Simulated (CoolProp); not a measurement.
Ethylbenzene at 293.15 K and 3.02 MPa is throttled through a valve to 0.262 MPa with no heat exchange. Each further row changes one setting.

Model: reference Helmholtz-energy equation of state, Zhou 2012, in CoolProp.

```csv
case,temperature change (K)
as stated,+1.3
outlet pressure 0.0786 MPa,+1.4
outlet pressure 0.341 MPa,+1.3
```
